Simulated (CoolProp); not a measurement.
The numbers come from the reference Helmholtz-energy equation of state, Lemmon 2005 in CoolProp. It is a short technical equation, of lower accuracy than the large ones.

**Question.** For cis-2-butene, give the phase and the cp (kJ/(kg K)), cv (kJ/(kg K)), Joule-Thomson coefficient (K/MPa) at 224.25 °C and 0.0457 MPa; 224.25 °C and 0.069 MPa.

**Answer.** 
- 224.25 °C and 0.0457 MPa: gas; cp 2.20, cv 2.05, Joule-Thomson coefficient 5.97
- 224.25 °C and 0.069 MPa: gas; cp 2.20, cv 2.05, Joule-Thomson coefficient 5.97
